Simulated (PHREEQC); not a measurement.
## Spent oxide etchant (model solution)

Solution (69 °C): 8.3 mmol/kgw NH4HF2, 0.034 mmol/kgw (NH4)2SiF6, 91 mmol/kgw H3PO4 and 0.11 mmol/kgw H2SO4. Closed to the air; pH follows from the charge balance.

Computed with PHREEQC (ion-association model, phreeqc.dat).

Each row changes one thing in this solution. This is a speciation only: nothing precipitates in the calculation.

| case | pH | ionic strength (mol/kgw) | H3PO4 (mol/kgw) | H2PO4- (mol/kgw) | HF (mol/kgw) | F- (mol/kgw) | SI of Quartz (SiO2) |
|---|---|---|---|---|---|---|---|
| as made | 1.85 | 0.0246 | 0.0670 | 0.0240 | 0.0162 | 0.000387 | -1.76 |
| diluted 2-fold with water | 2.00 | 0.0154 | 0.0305 | 0.0150 | 0.00811 | 0.000266 | -1.40 |
| diluted 10-fold with water | 2.40 | 0.00508 | 0.00416 | 0.00494 | 0.00156 | 0.000122 | -2.05 |
| H3PO4 from 0.091 to 0.91 mol/kgw | 1.23 | 0.0794 | 0.831 | 0.0791 | 0.0166 | 0.000108 | -1.19 |
| temperature from 69 to 75 °C | 1.86 | 0.0242 | 0.0674 | 0.0236 | 0.0163 | 0.000354 | -1.50 |
| (NH4)2SiF6 from 3.4e-05 to 0.00017 mol/kgw | 1.85 | 0.0250 | 0.0670 | 0.0240 | 0.0163 | 0.000391 | -1.08 |
| NH4HF2 left out | 1.75 | 0.0202 | 0.0710 | 0.0200 | 0.000200 | 3.77e-6 | -1.05 |

Constants without temperature data keep their 25 °C values here. SiF6-2 is the database's only silicon fluoride.
